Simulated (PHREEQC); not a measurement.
A made-up water analysis in mg/kgw, 25 °C, pH 2.04, pe 10.4:

```json
[
 {"constituent": "Na", "mg/kgw": "312"},
 {"constituent": "K", "mg/kgw": "20.4"},
 {"constituent": "Ca", "mg/kgw": "232"},
 {"constituent": "Mg", "mg/kgw": "61.1"},
 {"constituent": "Cl", "mg/kgw": "226"},
 {"constituent": "S(6) as SO4", "mg/kgw": "2020"},
 {"constituent": "Fe(3)", "mg/kgw": "10.8"}
]
```

Valence states are taken as typed.

Computed with PHREEQC (ion-association model, phreeqc.dat).

| quantity | before | after |
|---|---|---|
| ionic strength (mol/kgw) | 0.0534 | 0.114 |
| SO4-2 (mol/kgw) | 0.0118 | 0.0408 |
| HSO4- (mol/kgw) | 0.00582 | 0.0167 |
| Ca+2 (mol/kgw) | 0.00394 | 0.00286 |
| CaSO4 (mol/kgw) | 0.00172 | 0.00271 |
| Mg+2 (mol/kgw) | 0.00158 | 0.00109 |
| SI of Gypsum (CaSO4:2H2O) | -0.43 | -0.23 |
| SI of Goethite (FeOOH) | +1.45 | +0.94 |

What was changed between the two runs?
A. S(6) from 2020 to 6060 mg/kgw
B. temperature from 25 to 55 °C at the same typed pH
C. Cl from 226 to 113 mg/kgw

A, S(6) from 2020 to 6060 mg/kgw

This is a speciation only: nothing precipitates in the calculation. Some of these states are supersaturated (in Hematite (slow to form), Goethite (slow to form), for instance).
